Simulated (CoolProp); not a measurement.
A Linde-Hampson liquefier for dry air: isothermal reversible compression at 200 K from 1 atm to 20 MPa, throttling to 1 atm, return gas leaving the recuperator 2 K below the feed. Each further row changes one setting.

Computed with CoolProp (reference Helmholtz-energy equation of state, Lemmon 2000). It is a pseudo-pure fit of the blend.

```
case                        liquid yield per pass  compression work (kJ/kg of gas)
--------------------------  ---------------------  -------------------------------
as stated                                     ___                              284
high pressure 40 MPa                          ___                              ___
warm-end temperature 230 K                    ___                              ___
warm-end gap 7 K                              ___                              284
```

Q: What belongs in the gaps?

A: 
- as stated, liquid yield per pass: 0.248
- high pressure 40 MPa, liquid yield per pass: 0.276
- high pressure 40 MPa, compression work (kJ/kg of gas): 323
- warm-end temperature 230 K, liquid yield per pass: 0.169
- warm-end temperature 230 K, compression work (kJ/kg of gas): 337
- warm-end gap 7 K, liquid yield per pass: 0.236
